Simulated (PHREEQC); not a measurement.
Dissolve 16 mmol/kgw Cu(BF4)2, 0.17 mmol/kgw H2SO4 and 0.15 mmol/kgw NaCl at 79 °C. Closed to the air; pH follows from the charge balance.

Model: ion-association model, phreeqc.dat, run in PHREEQC.

Each row changes one thing in this solution. This is a speciation only: nothing precipitates in the calculation.

```csv
case,pH,ionic strength (mol/kgw),HF (mol/kgw),F- (mol/kgw),H3BO3 (mol/kgw),BF3OH- (mol/kgw)
as made,2.93,0.0482,0.0126,0.00310,0.00277,0.00226
0.0026 mol/kgw LiOH added,3.15,0.0497,0.0111,0.00464,0.00261,0.00250
temperature from 79 to 35 °C,[?],0.0492,0.00614,0.00262,0.00150,0.00201
H2SO4 from 0.00017 to 3.4e-05 mol/kgw,[?],0.0482,0.0124,0.00323,0.00275,0.00228
0.0028 mol/kgw NaOH added,3.17,0.0498,0.0110,0.00477,0.00261,0.00252
NaCl replaced by NaOH at the same molality,2.94,0.0482,0.0125,0.00318,0.00275,0.00227
```

Some entries are withheld; supply them.


- temperature from 79 to 35 °C, pH: 2.79
- H2SO4 from 0.00017 to 3.4e-05 mol/kgw, pH: 2.95

At this temperature some constants are extrapolated from 25 °C, and those without enthalpy data are left unchanged. Real BF4- forms and hydrolyses slowly; the run takes it at equilibrium.
